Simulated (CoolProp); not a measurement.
Vapour pressure (MPa) of diethyl ether: the reference equation beside estimates from Tc = 467.9 K, pc = 3.717 MPa, ω = 0.282. Clausius-Clapeyron is anchored at 345.6 K with a constant enthalpy of vaporisation of 23.87 kJ/mol.

Model: reference Helmholtz-energy equation of state, Thol 2014, in CoolProp.

```json
[
 {"T (K)": "313.1", "reference": "0.1227", "Clausius-Clapeyron": "0.1391", "van der Waals": "0.5898", "Redlich-Kwong": "0.2196", "Soave-Redlich-Kwong": "0.1214", "Peng-Robinson": "0.1217"},
 {"T (K)": "323.9", "reference": "0.1748", "Clausius-Clapeyron": "0.1889", "van der Waals": "0.7038", "Redlich-Kwong": "0.2957", "Soave-Redlich-Kwong": "0.1733", "Peng-Robinson": "0.1730"},
 {"T (K)": "334.7", "reference": "0.2425", "Clausius-Clapeyron": "0.2514", "van der Waals": "0.8314", "Redlich-Kwong": "0.3892", "Soave-Redlich-Kwong": "0.2412", "Peng-Robinson": "0.2398"},
 {"T (K)": "345.6", "reference": "0.3295", "Clausius-Clapeyron": "0.3295", "van der Waals": "0.9746", "Redlich-Kwong": "0.5034", "Soave-Redlich-Kwong": "0.3287", "Peng-Robinson": "0.3259"},
 {"T (K)": "356.4", "reference": "0.4373", "Clausius-Clapeyron": "0.4239", "van der Waals": "1.131", "Redlich-Kwong": "0.6381", "Soave-Redlich-Kwong": "0.4375", "Peng-Robinson": "0.4328"},
 {"T (K)": "367.2", "reference": "0.5697", "Clausius-Clapeyron": "0.5372", "van der Waals": "1.303", "Redlich-Kwong": "0.7962", "Soave-Redlich-Kwong": "0.5716", "Peng-Robinson": "0.5647"},
 {"T (K)": "378", "reference": "0.7299", "Clausius-Clapeyron": "0.6716", "van der Waals": "1.491", "Redlich-Kwong": "0.9797", "Soave-Redlich-Kwong": "0.7345", "Peng-Robinson": "0.7249"},
 {"T (K)": "388.9", "reference": "0.9233", "Clausius-Clapeyron": "0.8310", "van der Waals": "1.697", "Redlich-Kwong": "1.192", "Soave-Redlich-Kwong": "0.9317", "Peng-Robinson": "0.9192"},
 {"T (K)": "399.7", "reference": "1.150", "Clausius-Clapeyron": "1.014", "van der Waals": "1.917", "Redlich-Kwong": "1.432", "Soave-Redlich-Kwong": "1.163", "Peng-Robinson": "1.148"}
]
```

Absolute difference from the reference over all 9 rows, mean and median: Clausius-Clapeyron 7.1 and 8.0 %, van der Waals 184.9 and 158.6 %, Redlich-Kwong 48.3 and 45.9 %, Soave-Redlich-Kwong 0.6 and 0.6 %, Peng-Robinson 0.8 and 0.9 %.
